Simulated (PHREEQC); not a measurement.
Dissolve 0.66 mol/kgw KH2PO4, 0.00074 mol/kgw Na2SO4 and 0.015 mol/kgw NaCl at 20 °C. Closed to the air; pH follows from the charge balance.

Equilibrium calculation in PHREEQC: ion-association model, phreeqc.dat.

Precipitation was switched off in this run.

Q: Order these S species by the share of S that they hold, largest first: SO4-2, NaSO4-, KSO4-.

A: SO4-2 (58 %), KSO4- (41 %), NaSO4- (0.90 %)

The pH is 4.25 and the ionic strength 0.678 mol/kgw. Species that the database lacks are ignored.
